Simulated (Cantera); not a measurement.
A jet of H2 : O2 : N2 = 0.025 : 0.17 : 0.79 (molar parts), equivalence ratio 0.074 at 300 K and 105 Torr hits a platinum plate 7.6 cm away at a mass flux of 0.12 kg/m²/s; the plate temperature is set and raised in steps from an oxygen-covered start.

Model: Deutschmann's 1995 Pt surface mechanism with GRI-Mech 3.0 gas chemistry, integrated in Cantera. Catalytic surfaces can have several steady states; this one follows from the mechanism file's or the stated starting coverage.

x: mole fraction at the wall; θ: surface coverage.

```csv
plate T (K),wall x H2,wall x O2,wall x H2O,wall x OH,θ free Pt,θ O*,θ OH*
600,0.00297,0.148,0.0440,<1e-8,0.0329,0.961,?
650,0.00294,0.148,0.0437,<1e-8,0.0347,0.961,?
700,0.00277,0.148,0.0438,<1e-8,0.0385,0.959,?
750,0.00227,0.148,0.0445,<1e-8,0.0499,0.948,?
800,0.00160,0.147,0.0456,<1e-8,0.0756,0.922,0.00227
850,0.00110,0.147,0.0463,1.34e-8,0.116,0.882,0.00215
```

### Question
Some entries are withheld; supply them.

### Answer

- 600, θ OH*: 0.00608
- 650, θ OH*: 0.00409
- 700, θ OH*: 0.00298
- 750, θ OH*: 0.00246
